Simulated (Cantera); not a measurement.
Charge: 1 mol SiH₄, 0.0094 mol Cl₂, 22 mol H₂, held at 1675 K and 0.0100 bar.

These are equilibrium values from Cantera (NASA tables, ideal gas, pure condensed phases), not measurements of a reactor. Candidate condensed phases: Si; 19 gas species. Gases not in the tables: Si₂H₆ and higher silanes. Equilibrium is a limit: real reactors are often held back by kinetics, nucleation or transport.

Question: What is the equilibrium state?

Answer: 
```json
{
  "x(H₂)": "0.998",
  "x(H)": "0.00116",
  "x(HCl)": "0.000777",
  "x(Si)": "4.34e-5",
  "x(SiH₂)": "1.12e-5",
  "x(SiH)": "7.28e-6",
  "x(SiCl₂)": "2.18e-6",
  "n(Si(s))": "0.998 mol",
  "gas_amount": "24.02 mol"
}
```
